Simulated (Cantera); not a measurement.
Charge: 1 mol SiH4, 0.39 mol N2, 0.39 mol NH3, held at 0.0260 bar.

These are equilibrium values from Cantera (NASA tables, ideal gas, pure condensed phases), not measurements of a reactor. Candidate condensed phases: Si, Si3N4; 18 gas species. Mutual solubility and eutectic melting of coexisting phases are not modelled. The tables' values for SiN are old estimates; treat these amounts as uncertain. Gases not in the tables: Si2H6 and higher silanes. The numbers say what is thermodynamically allowed, not how fast it happens.

x: gas mole fraction; n: condensed amount in mol.

```csv
T (K),x H2,x N2,x H,x Si,x SiH,x SiH2,n Si(s),n Si3N4(s),n Si(l)
873,1.00,<1e-12,2.90e-10,<1e-12,<1e-12,1.37e-12,0.122,0.292,0
1023,1.00,1.72e-9,2.57e-8,<1e-12,<1e-12,1.80e-10,0.122,0.292,0
1173,1.000,4.65e-7,7.31e-7,1.90e-11,…,6.81e-9,0.123,0.292,0
1323,1.000,3.47e-5,9.83e-6,3.41e-9,…,1.13e-7,0.123,0.292,0
1473,0.999,0.00106,7.84e-5,2.11e-7,…,1.05e-6,0.127,0.291,0
1623,0.983,0.0170,0.000425,6.02e-6,…,6.35e-6,0.190,0.270,0
1773,0.814,0.184,0.00159,8.19e-5,…,2.01e-5,0,0,1.000
1923,0.810,0.184,0.00526,0.000652,…,5.45e-5,0,0,0.997
2073,0.799,0.182,0.0146,0.00383,…,0.000127,0,0,0.985
```

Task: Some entries are withheld; supply them.

Result: 
- 1173, x SiH: 5.50e-11
- 1323, x SiH: 4.03e-9
- 1473, x SiH: 1.22e-7
- 1623, x SiH: 1.93e-6
- 1773, x SiH: 1.47e-5
- 1923, x SiH: 7.75e-5
- 2073, x SiH: 0.000318
